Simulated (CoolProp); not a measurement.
Fluorine along the isotherm -150.35 °C: fugacity coefficient from the reference equation and from simpler models built on Tc = -128.7 °C, pc = 5.240 MPa, ω = 0.045; each cubic takes its own stable root.

Computed with CoolProp (reference Helmholtz-energy equation of state, de Reuck 1990).

| p (MPa) | phase | reference |
|---|---|---|
| 0.00828 | gas | 0.9991 |
| 0.0129 | gas | 0.9987 |
| 0.0201 | gas | 0.9979 |
| 0.0313 | gas | 0.9968 |
| 0.0487 | gas | 0.9950 |
| 0.0758 | gas | 0.9922 |
| 0.118 | gas | 0.9878 |
| 0.184 | gas | 0.9810 |
| 0.286 | gas | 0.9704 |
| 0.446 | gas | 0.9540 |
| 0.694 | gas | 0.9285 |
| 1.08 | gas | 0.8889 |
| 1.68 | gas | 0.8271 |
| 2.62 | liquid | 0.5976 |

Task: How far does each simpler model (van der Waals, Redlich-Kwong, Soave-Redlich-Kwong, Peng-Robinson) lie from the reference over these 14 states: mean and median of the absolute difference, and the worst?

Result: 
- van der Waals: mean 2.9 %, median 0.3 %, worst +30.4 % at -150.35 °C and 2.62 MPa
- Redlich-Kwong: mean 0.2 %, median 0.0 %, worst +2.4 % at -150.35 °C and 2.62 MPa
- Soave-Redlich-Kwong: mean 0.1 %, median 0.0 %, worst +1.6 % at -150.35 °C and 2.62 MPa
- Peng-Robinson: mean 0.3 %, median 0.1 %, worst -1.2 % at -150.35 °C and 1.68 MPa

At some of these states van der Waals gives the other phase, because its saturation line lies elsewhere.
